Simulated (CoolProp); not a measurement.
Vapour-liquid equilibrium of neopentane (1) + n-pentane (2) at 3.95 bar; x and y are mole fractions of (1).

The numbers come from the multi-fluid Helmholtz-energy mixture model, Lemmon 2006 and Thol 2019; pair parameters Bell 2016 in CoolProp.

| x | bubble temperature (°C) | y at the bubble point | dew temperature at overall composition x (°C) | liquid density (mol/L) |
|---|---|---|---|---|
| 0.05 | 80.9 | 0.089 | 81.7 | 7.741 |
| 0.15 | 77.3 | 0.248 | 79.5 | 7.741 |
| 0.25 | 73.8 | 0.386 | 77.2 | 7.737 |
| 0.35 | 70.6 | 0.505 | 74.7 | 7.730 |
| 0.45 | 67.6 | 0.610 | 72.1 | 7.720 |
| 0.55 | 64.8 | 0.701 | 69.4 | 7.708 |
| 0.65 | 62.1 | 0.781 | 66.4 | 7.694 |
| 0.75 | 59.6 | 0.852 | 63.2 | 7.678 |
| 0.85 | 57.3 | 0.916 | 59.7 | 7.659 |
| 0.95 | 55.0 | 0.973 | 56.0 | 7.640 |

No azeotrope shows between x = 0.05 and 0.95.

The pair parameters rest on a limited set of measurements; away from them the model extrapolates.
